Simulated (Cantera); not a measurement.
Feed: 1 mol FeS2, 0.44 mol H2S, a varied amount of O2, at 1152 °C and 42.0 mbar.

Cantera equilibrium calculation (NASA polynomials, part measured and part estimated; ideal gas, pure solids and liquids). Candidate condensed phases: Fe, FeO, Fe(OH)2, Fe(OH)3, FeS, FeSO4, FeS2, Fe2O3, Fe2(SO4)3, Fe3O4, H2O, H2SO4, S; 22 gas species. Kinetics and transport are ignored.

Question: At 4.8 mol O2, list the 5 most abundant gas species with their mole fractions, and the condensed phases.

Answer: SO2 0.569, O2 0.324, H2O 0.103, SO3 0.00371, OH 9.84e-5. Condensed: Fe2O3(s).
